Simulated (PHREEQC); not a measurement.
Solution (25 °C and 50 atm): 0.0006 mol/kgw HF, 0.00064 mol/kgw H2SiF6 and 0.00034 mol/kgw HCl. Closed to the air; pH follows from the charge balance.

All values are PHREEQC results (ion-association model, phreeqc.dat), not measurements.

**Question.** The ionic strength comes out as 0.00209 mol/kgw. What activity coefficients do H+, SiF6-2, HF2-, F-, Cl- get?

**Answer.** H+ 0.95, SiF6-2 0.82, HF2- 0.95, F- 0.95, Cl- 0.95.

Precipitation was switched off in this run. Examples of supersaturated solids here: Quartz (slow to form). Others may be too. Under pressure, the constants of complexes without a molar volume in the database are unreliable. SiF6-2 is the database's only silicon fluoride.
